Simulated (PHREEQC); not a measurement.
Consider water at 25 °C with 0.0015 mol/kgw BaCl2, 0.00044 mol/kgw NaHCO3 and 0.00054 mol/kgw NaCl. Closed to the air; pH follows from the charge balance.

Computed with PHREEQC (Pitzer model, pitzer.dat).

Each row changes one thing in this solution. This is a speciation only: nothing precipitates in the calculation.

```
case                                     pH  ionic strength (mol/kgw)  CO2 (mol/kgw)  CO3-2 (mol/kgw)  SI of Halite (NaCl)
-------------------------------------  ----  ------------------------  -------------  ---------------  -------------------
as made                                8.19                   0.00548        5.66e-6          3.98e-6                -7.11
temperature from 25 to 85 °C            ___                   0.00548        1.83e-5          1.91e-6                -7.14
BaCl2 from 0.0015 to 0.0003 mol/kgw    8.21                   0.00188        5.55e-6          3.81e-6                -7.57
BaCl2 from 0.0015 to 0.00225 mol/kgw   8.18                   0.00773        5.72e-6          4.05e-6                -6.97
NaCl from 0.00054 to 0.000594 mol/kgw  8.19                   0.00554        5.67e-6          3.98e-6                -7.08
diluted 5-fold with water               ___                   0.00110        1.64e-6          4.90e-7                -8.47
```

**Question.** Fill in the missing entries.

**Answer.** 
- temperature from 25 to 85 °C, pH: 7.67
- diluted 5-fold with water, pH: 8.04

At this temperature some constants are extrapolated from 25 °C, and those without enthalpy data are left unchanged.
